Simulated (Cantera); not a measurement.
Cantera with NASA thermochemical tables; ideal gases at 1 bar, condensed phases pure. Values are per mole of reaction as written; species without (g) are pure solids or liquids, kept so even where they would boil at 1 bar.

### Question
Between 623 and 1673 K, where is each reaction favourable under standard conditions?
- 2 Ca + CS2(g) → 2 CaS + C

### Answer
- 2 Ca + CS2(g) → 2 CaS + C: ΔG° is -937 kJ at 623 K and -718 kJ at 1673 K; it stays negative (K > 1). ΔH° is -1079 kJ and ΔS° -215 J/K at 1673 K.
